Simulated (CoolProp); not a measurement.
The fluid at 430.42 K and 14.2 MPa is throttled through a valve to 1.72 MPa with no heat exchange. The same conditions are run with several fluids, on thermodynamics alone (safety and materials aside).

Values from CoolProp's reference Helmholtz-energy equation of state of each fluid (R13: Platzer 1990; R22: Kamei 1995; R143a: Lemmon and Jacobsen 2000; chlorine: Thol 2021; isobutane: Bücker 2006). The equations of Platzer and Polt are older, rougher fits.

Rank R13, R22, R143a, chlorine, isobutane by temperature change (K), highest first.

R13 (-54.9), isobutane (-64.9), R143a (-76.5), chlorine (-99.5), R22 (-112.5)

```
fluid                           final phase  final density (kg/m³)
---------  --------------------------------  ---------------------
R13                                     gas                   62.0
R22        two-phase, vapour fraction 0.974                   76.9
R143a                                   gas                   59.4
chlorine   two-phase, vapour fraction 0.509                    102
isobutane  two-phase, vapour fraction 0.793                   58.2
```
